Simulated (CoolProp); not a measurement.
Model: reference Helmholtz-energy equation of state, Lemmon 2003, in CoolProp. It is a pseudo-pure fit of the blend.

Task: For R410A, give the phase and the viscosity (µPa s), conductivity (mW/(m K)) at 91.55 °C and 3.53 bar.

Result: 
- 91.55 °C and 3.53 bar: gas; viscosity 15.9, conductivity 18.5

Viscosity comes from a separate model (Geller 2000). Thermal conductivity comes from a separate model (Geller 2001).
